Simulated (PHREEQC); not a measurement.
Synthetic water in mmol/kgw, 25 °C, pH 3.08, pe 9.5: Na 1.51; K 1.17; Ca 5.14; Mg 3.13; Cl 1.78; S(6) 9.18; Zn 0.22.

Valence states are taken as typed.

Model: ion-association model, phreeqc.dat, run in PHREEQC.

- ionic strength: 0.0281 mol/kgw
- specific conductance: 1970 µS/cm
- total alkalinity: -1.29 meq/kg
- charge-balance error: 2.6 %

```tsv
species	molality	activity	log γ
SO4-2	0.00646	0.00347	-0.269
Ca+2	0.00384	0.00210	-0.264
Mg+2	0.00216	0.00120	-0.257
Cl-	0.00178	0.00151	-0.071
Na+	0.00148	0.00127	-0.068
CaSO4	0.00129	0.00129	0.003
K+	0.00114	0.000969	-0.071
MgSO4	0.000968	0.000975	0.003
H+	0.000949	0.000832	-0.057
HSO4-	0.000329	0.000281	-0.069
Zn+2	0.000150	8.11e-5	-0.268
ZnSO4	6.57e-5	6.61e-5	0.003
KSO4-	2.75e-5	2.37e-5	-0.066
NaSO4-	2.58e-5	2.21e-5	-0.066
```

Precipitation was switched off in this run. Species that the database lacks are ignored.
